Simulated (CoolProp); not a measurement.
Properties of R1224YDZ at several states.

Values from CoolProp's reference Helmholtz-energy equation of state, Akasaka 2023.

| T (K) | p (MPa) | phase | Z | speed of sound (m/s) | Joule-Thomson coefficient (K/MPa) | isothermal compressibility (1/MPa) |
|---|---|---|---|---|---|---|
| 270.5 | 0.135 | liquid | 0.006218 | 723.3 | -0.3280 | 0.001884 |
| 273.3 | 0.119 | liquid | 0.005452 | 712.3 | -0.3214 | 0.001951 |
| 388.9 | 4.94 | liquid | 0.2076 | 340.7 | 0.3018 | 0.01151 |
| 170.4 | 1.22 | liquid | 0.07624 | 1157 | -0.4482 | 0.0006495 |
| 384.8 | 0.113 | gas | 0.9827 | 149.3 | 12.92 | 9.007 |
| 258 | 0.127 | liquid | 0.006001 | 772.6 | -0.3543 | 0.001620 |
